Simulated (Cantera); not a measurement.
A closed system holds: 1 mol HI, 5.6 mol H2O, 2.1 mol H2, equilibrated at 0.0100 bar.

Equilibrium computed with Cantera from the NASA thermochemical tables; the gas is ideal and each condensed phase is pure. Candidate condensed phases: H2O, I2; 12 gas species. Equilibrium is a limit: real reactors are often held back by kinetics, nucleation or transport.

Question: At 1873 K, list the 4 most abundant gas species with their mole fractions, and the condensed phases.

Answer: H2O 0.608, H2 0.279, I 0.104, HI 0.00468. Condensed: gas only.
